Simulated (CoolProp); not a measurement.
Vapour-liquid equilibrium of n-butane (1) + benzene (2) at 0.441 MPa; x and y are mole fractions of (1).

Model: multi-fluid Helmholtz-energy mixture model, Bücker 2006 and Thol 2012; pair parameters Bell 2016, in CoolProp.

```csv
x,"bubble temperature, mixture model (K)","bubble temperature, Raoult's law (K)","y, mixture model","y, Raoult's law"
0.05,397.8,398.1,0.258,0.274
0.125,381.8,383.7,0.522,0.529
0.2,368.8,372.3,0.683,0.681
0.275,358.5,363.0,0.780,0.777
0.35,350.5,355.3,0.841,0.841
0.425,344.2,348.8,0.881,0.885
0.5,339.2,343.1,0.909,0.917
0.575,335.1,338.2,0.929,0.940
0.65,331.6,333.9,0.945,0.957
0.725,328.6,330.0,0.958,0.971
0.8,325.8,326.5,0.970,0.981
0.875,323.1,323.4,0.981,0.990
0.95,320.5,320.5,0.992,0.996
```

The largest gap from Raoult's law is -4.8 K in bubble temperature, at x = 0.35. No azeotrope shows between x = 0.05 and 0.95.

Pair parameters are fitted to limited data, so mixtures are less certain than the pure fluids.
